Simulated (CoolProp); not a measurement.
Vapour-liquid equilibrium of R134a (1) + R152A (2) at 2.88 bar; x and y are mole fractions of (1).

Computed with CoolProp (multi-fluid Helmholtz-energy mixture model, Tillner-Roth 1994 and Outcalt 1996; pair parameters Lemmon 2004).

```json
[
 {"x": "0.05", "bubble temperature, mixture model (°C)": "…", "bubble temperature, Raoult's law (°C)": "2.3", "y, mixture model": "0.050", "y, Raoult's law": "0.055"},
 {"x": "0.2", "bubble temperature, mixture model (°C)": "2.4", "bubble temperature, Raoult's law (°C)": "1.8", "y, mixture model": "…", "y, Raoult's law": "0.217"},
 {"x": "0.35", "bubble temperature, mixture model (°C)": "2.1", "bubble temperature, Raoult's law (°C)": "1.4", "y, mixture model": "0.365", "y, Raoult's law": "0.374"},
 {"x": "0.5", "bubble temperature, mixture model (°C)": "1.8", "bubble temperature, Raoult's law (°C)": "0.9", "y, mixture model": "…", "y, Raoult's law": "0.526"},
 {"x": "0.65", "bubble temperature, mixture model (°C)": "1.2", "bubble temperature, Raoult's law (°C)": "0.5", "y, mixture model": "…", "y, Raoult's law": "0.673"},
 {"x": "0.8", "bubble temperature, mixture model (°C)": "…", "bubble temperature, Raoult's law (°C)": "0.1", "y, mixture model": "…", "y, Raoult's law": "0.816"},
 {"x": "0.95", "bubble temperature, mixture model (°C)": "-0.2", "bubble temperature, Raoult's law (°C)": "-0.3", "y, mixture model": "…", "y, Raoult's law": "0.955"}
]
```

Problem. What belongs in the gaps?

Solution. 
- 0.05, bubble temperature, mixture model (°C): 2.5
- 0.2, y, mixture model: 0.205
- 0.5, y, mixture model: 0.524
- 0.65, y, mixture model: 0.678
- 0.8, bubble temperature, mixture model (°C): 0.6
- 0.8, y, mixture model: 0.824
- 0.95, y, mixture model: 0.958

The largest gap from Raoult's law is +0.9 K in bubble temperature, at x = 0.5. y crosses x between x = 0.05 and 0.2: the model has an azeotrope there.

The pair parameters rest on a limited set of measurements; away from them the model extrapolates.
